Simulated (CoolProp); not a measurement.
A single-stage vapour-compression cycle with R152A: evaporating at 311.15 K (dew point), condensing at 346.15 K (bubble point), superheat 8 K, subcooling 5 K, compressor efficiency 0.85, no pressure losses. Each further row changes one setting.

The numbers come from the reference Helmholtz-energy equation of state, Outcalt 1996 in CoolProp. It is a modified Benedict-Webb-Rubin equation, recast in Helmholtz form.

```csv
case,cooling COP,pressure ratio,discharge temperature (K),refrigerating effect (kJ/kg),volumetric capacity (kJ/m³)
as stated,[?],2.34,364.9,214,5470
evaporating temperature 316.15 K,[?],2.05,[?],217,6340
condensing temperature 341.15 K,7.58,2.09,358.6,225,5730
subcooling 10 K,[?],2.34,364.9,225,5730
superheat 18 K,6.30,2.34,374.5,228,5500
compressor efficiency 0.75,5.55,2.34,367.7,214,5470
```

Problem. What belongs in the gaps?

Solution. 
- as stated, cooling COP: 6.28
- evaporating temperature 316.15 K, cooling COP: 7.60
- evaporating temperature 316.15 K, discharge temperature (K): 363.2
- subcooling 10 K, cooling COP: 6.59
